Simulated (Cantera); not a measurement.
A freely propagating, adiabatic, planar premixed flame of 54.1 % H2, 9.68 % O2, 36.3 % N2, equivalence ratio 2.8, unburnt at 325 K and 7500 Torr; mixture-averaged transport, grid criteria slope 0.08 and curve 0.16, no radiation.

Model: the H2/O2 subset of GRI-Mech 3.0, which has no nitrogen chemistry, integrated in Cantera. The hydrogen kinetics of GRI-Mech 3.0 are dated; newer H2 mechanisms differ, most at raised pressure. Burning velocities carry a grid error of a few per cent, more on coarse grids.

Question: Predict: laminar burning velocity; thermal thickness; peak x(H2O2); peak x(OH); peak x(HO2); peak x(H).

Answer: 
```json
{
 "laminar_burning_velocity": "177 cm/s",
 "thermal_thickness": "0.0292 mm",
 "peak x(H2O2)": "0.000206",
 "peak x(OH)": "0.000588",
 "peak x(HO2)": "0.00119",
 "peak x(H)": "0.0149"
}
```
